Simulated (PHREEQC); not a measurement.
Solution (20 °C): 0.016 mol/kgw LiF, 4.2e-05 mol/kgw NH4F and 0.00077 mol/kgw HCl. Closed to the air; pH follows from the charge balance.

Model: ion-association model, phreeqc.dat, run in PHREEQC.

No solid was allowed to form.

Q: What pH does the model give?

A: pH 4.42.

Q: In which forms is F present?

A: F- 95 %, HF 4.3 % of the F.
